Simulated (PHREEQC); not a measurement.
Make-up at 60 °C: 0.0052 mol AgF, 0.0022 mol HF and 0.03 mol Na2SO4 per kg of water. Closed to the air; pH follows from the charge balance.

Model: ion-association model, wateq4f.dat, run in PHREEQC.

Each row changes one thing in this solution. This is a speciation only: nothing precipitates in the calculation.

```tsv
case	pH	ionic strength (mol/kgw)	F- (mol/kgw)	Ag+ (mol/kgw)	HF (mol/kgw)	HF2- (mol/kgw)	SI of Ag2O (Ag2O)
as made	3.88	0.0864	0.00557	0.00419	0.00162	4.05e-5	-9.00
temperature from 60 to 30 °C	3.65	0.0874	0.00561	0.00430	0.00157	3.57e-5	-10.10
Na2SO4 replaced by H2SO4 at the same molality	1.57	0.0433	0.000113	0.00483	0.00721	3.61e-6	-13.45
AgF from 0.0052 to 0.00052 mol/kgw	3.54	0.0832	0.00164	0.000418	0.00103	7.58e-6	-11.67
Na2SO4 left out	3.85	0.00532	0.00527	0.00517	0.00200	4.63e-5	-8.72
HF from 0.0022 to 0.011 mol/kgw	3.25	0.0861	0.00695	0.00421	0.00847	0.000264	-10.24
HF from 0.0022 to 0.022 mol/kgw	3.01	0.0858	0.00809	0.00424	0.0173	0.000626	-10.72
diluted 5-fold with water	4.06	0.0184	0.00120	0.000960	0.000266	1.41e-6	-9.82
temperature from 60 to 40 °C	3.72	0.0871	0.00559	0.00426	0.00159	3.81e-5	-9.73
```

Away from 25 °C the constants follow the database's enthalpies or fits; those with neither stay at their 25 °C values.
